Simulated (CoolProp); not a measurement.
Carbon dioxide along the isotherm 238.55 °C: Z from the reference equation and from simpler models built on Tc = 31.0 °C, pc = 7.377 MPa, ω = 0.224; each cubic takes its own stable root.

Computed with CoolProp (reference Helmholtz-energy equation of state, Span 1996).

| p (MPa) | phase | reference |
|---|---|---|
| 0.79 | gas | 0.9948 |
| 1.58 | gas | 0.9897 |
| 2.37 | gas | 0.9848 |
| 3.16 | gas | 0.9800 |
| 3.95 | gas | 0.9753 |
| 4.74 | gas | 0.9707 |
| 5.53 | gas | 0.9662 |
| 6.32 | gas | 0.9619 |
| 7.11 | gas | 0.9577 |
| 7.9 | supercritical | 0.9537 |
| 8.69 | supercritical | 0.9498 |
| 9.49 | supercritical | 0.9460 |
| 10.3 | supercritical | 0.9423 |
| 11.1 | supercritical | 0.9388 |

How far does each simpler model (Pitzer virial, van der Waals, Peng-Robinson) lie from the reference over these 14 states: mean and median of the absolute difference, and the worst?


- Pitzer virial: mean 0.2 %, median 0.1 %, worst -0.5 % at 238.55 °C and 11.1 MPa
- van der Waals: mean 2.5 %, median 2.4 %, worst -5.0 % at 238.55 °C and 11.1 MPa
- Peng-Robinson: mean 0.2 %, median 0.2 %, worst -0.2 % at 238.55 °C and 5.53 MPa
